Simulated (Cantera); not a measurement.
Input (Python, Cantera) and output of one run.

```python
import numpy as np
import cantera as ct

gas_names = [...]  # 150 gases of nasa_gas.yaml made of C, H, N, O, S
cond_names = """
    C(gr) C6H6(L) C7H8(L) C8H18(L),n-octa H2O(s) H2O(L) H2SO4(L) S(cr1) S(cr2) S(L)
""".split()


# ... load() reads the species with a 1 bar reference pressure and builds the phases ...
atoms = {
    'CS2': {'C': 1, 'S': 2},
    'H2O': {'H': 2, 'O': 1},
    'N2': {'N': 2},
}
top_T = {'C(gr)': 4500}  # K; cautious upper limits of use, not melting points


# ... equilibrate(T, P, feed) seeds the gas with the atoms and calls Mixture.equilibrate('TP', solver="vcs", rtol=1e-11, max_steps=5000) ...
results = []
T = 2150  # K
P = 1000  # Pa
for m in [0.85, 1.2, 1.8, 2.5, 3.6, 5.2, 7.5]:
    feed = {'CS2': 1, 'H2O': m, 'N2': 2.9}  # mol
    mix = equilibrate(T, P, feed)
    results.append((T, P, feed, dict(zip(mix.species_names, mix.species_moles))))

top = {s: max(r[3][s] / sum(r[3][g] for g in gas_names) for r in results) for s in gas_names}
cols = sorted((s for s in top if top[s] > 0.0001), key=lambda s: -top[s])[:5]
seen = [c for c in cond_names if any(r[3].get(c, 0) > 1e-12 for r in results)]
print("log10 of partial pressures in bar; condensed amounts in mol")
print(f"{'n(H2O)':>10s}" + "".join(f"{s[:9]:>10s}" for s in cols + seen))
for T, P, feed, n in results:
    ng = sum(n[g] for g in gas_names)
    print(f"{feed['H2O']:10.4g}" + "".join(f"{np.log10(max(n[s] / ng * P / 1e5, 1e-99)):10.3f}" for s in cols)
          + "".join(f"{n.get(c, 0):10.4g}" for c in seen))
```

It prints:

```
log10 of partial pressures in bar; condensed amounts in mol
    n(H2O)        N2       H2O        H2        CO        S2
      0.85    -2.299    -8.127    -2.882    -2.832    -2.874
       1.2    -2.336    -3.875    -2.796    -2.805    -2.887
       1.8    -2.383    -3.320    -2.720    -2.867    -3.004
       2.5    -2.432    -3.075    -2.665    -2.926    -3.131
       3.6    -2.497    -2.870    -2.616    -3.004    -3.323
       5.2    -2.575    -2.700    -2.585    -3.098    -3.600
       7.5    -2.665    -2.552    -2.579    -3.209    -4.012
```

These are equilibrium values from Cantera (NASA tables, ideal gas, pure condensed phases), not measurements of a reactor.
